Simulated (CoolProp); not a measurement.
Saturated liquid density (kg/m³) of dimethyl carbonate: the reference equation beside estimates from Tc = 557.0 K, pc = 4909 kPa, ω = 0.346. Rackett uses Z = 0.29056 − 0.08775 ω.

The numbers come from the reference Helmholtz-energy equation of state, Zhou 2011 in CoolProp.

```csv
T (K),reference,Rackett,van der Waals,Redlich-Kwong,Soave-Redlich-Kwong
380.8,948.5,967.0,552.6,803.6,847.4
387,939.3,957.5,547.4,794.4,838.8
393.3,929.8,947.7,542.1,784.9,829.8
399.6,920.2,937.7,536.6,775.1,820.5
405.8,910.6,927.8,531.0,765.3,811.1
412.1,900.7,917.4,525.3,755.0,801.2
418.3,890.8,907.0,519.5,744.6,791.1
424.6,880.6,896.3,513.4,733.8,780.5
430.8,870.3,885.4,507.3,722.8,769.7
437.1,859.6,874.2,501.0,711.3,758.3
443.3,848.9,862.8,494.5,699.7,746.6
449.6,837.8,851.0,487.8,687.6,734.3
455.9,826.4,838.8,480.8,675.0,721.5
```

Absolute difference from the reference over all 13 rows, mean and median: Rackett 1.8 and 1.8 %, van der Waals 41.7 and 41.7 %, Redlich-Kwong 16.6 and 16.4 %, Soave-Redlich-Kwong 11.4 and 11.2 %.
